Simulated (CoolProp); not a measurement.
Properties of c-C4F8 (RC318) along the isobar 1.01 bar.

The numbers come from the reference Helmholtz-energy equation of state, Platzer 1990 in CoolProp. This equation is an older, rougher fit.

| T (K) | phase | density (kg/m³) | Joule-Thomson coefficient (K/MPa) | isothermal compressibility (1/MPa) | viscosity (µPa s) | Prandtl number | fugacity coefficient |
|---|---|---|---|---|---|---|---|
| 363.1 | gas | 6.796 | 8.885 | 10.06 | 14.0 | 0.750 | 0.9850 |
| 380.2 | gas | 6.475 | 7.820 | 10.03 | 14.7 | 0.751 | 0.9871 |
| 397.3 | gas | 6.185 | 6.937 | 10.01 | 15.3 | 0.751 | 0.9890 |
| 414.5 | gas | 5.919 | 6.193 | 9.998 | 16.0 | 0.752 | 0.9905 |
| 431.6 | gas | 5.677 | 5.567 | 9.984 | 16.6 | 0.753 | 0.9918 |
| 448.7 | gas | 5.454 | 5.033 | 9.973 | 17.2 | 0.754 | 0.9929 |
| 465.8 | gas | 5.249 | 4.574 | 9.963 | 17.8 | 0.755 | 0.9938 |
| 482.9 | gas | 5.059 | 4.176 | 9.955 | 18.4 | 0.756 | 0.9946 |
| 500 | gas | 4.883 | 3.828 | 9.948 | 19.0 | 0.757 | 0.9953 |

Viscosity comes from a separate model (Huber 2003), an estimate that may be off by 10 % or more. Thermal conductivity comes from a separate model (Huber 2003), an estimate that may be off by 10 % or more.
